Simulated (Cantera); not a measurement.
Input (Python, Cantera) and output of one run.

```python
import numpy as np
import cantera as ct

gas_names = """
    Cu CuF CuF2 Cu2 F F2 H HF H2 H2F2 H3F3 H4F4 H5F5 H6F6 H7F7
""".split()
cond_names = """
    Cu(cr) Cu(L) CuF2(s) CuF2(L)
""".split()


# ... load() reads the species with a 1 bar reference pressure and builds the phases ...
atoms = {
    'CuF2': {'Cu': 1, 'F': 2},
    'H2': {'H': 2},
}
top_T = {}  # K; cautious upper limits of use, not melting points


# ... equilibrate(T, P, feed) seeds the gas with the atoms and calls Mixture.equilibrate('TP', solver="vcs", rtol=1e-11, max_steps=5000) ...
results = []
feed = {'CuF2': 1, 'H2': 0.71}  # mol
P = 0.25  # Pa
for T in [750, 850, 950, 1050, 1150, 1250, 1350, 1450]:
    mix = equilibrate(T, P, feed)
    results.append((T, P, feed, dict(zip(mix.species_names, mix.species_moles))))

top = {s: max(r[3][s] / sum(r[3][g] for g in gas_names) for r in results) for s in gas_names}
cols = sorted((s for s in top if top[s] > 1e-05), key=lambda s: -top[s])[:9]
seen = [c for c in cond_names if any(r[3].get(c, 0) > 1e-12 for r in results)]
print("log10 of partial pressures in bar; condensed amounts in mol")
print(f"{'T/K':>10s}" + "".join(f"{s[:9]:>10s}" for s in cols + seen))
for T, P, feed, n in results:
    ng = sum(n[g] for g in gas_names)
    print(f"{T:10.4g}" + "".join(f"{np.log10(max(n[s] / ng * P / 1e5, 1e-99)):10.3f}" for s in cols)
          + "".join(f"{n.get(c, 0):10.4g}" for c in seen))
```

Output:

```
log10 of partial pressures in bar; condensed amounts in mol
       T/K        HF       CuF        Cu      CuF2         F       Cu2    Cu(cr)   CuF2(s)
       750    -5.602    -9.191   -16.630    -9.400   -17.185   -24.871    0.7098    0.2896
       850    -5.624    -7.154   -13.886    -7.275   -14.344   -20.955     0.689    0.2373
       950    -5.734    -6.254   -11.724    -7.008   -12.802   -17.875    0.4956         0
      1050    -5.749    -6.149    -9.978    -8.033   -12.170   -15.391    0.4273         0
      1150    -5.751    -6.141    -8.539    -9.032   -11.721   -13.348    0.4184         0
      1250    -5.759    -6.148    -7.334    -9.894   -11.353   -11.640    0.3823         0
      1350    -5.834    -6.222    -6.363   -10.710   -11.051   -10.297         0         0
      1450    -5.834    -6.223    -6.363   -10.447    -9.889   -10.814         0         0
```

Equilibrium computed with Cantera from the NASA thermochemical tables; the gas is ideal and each condensed phase is pure.
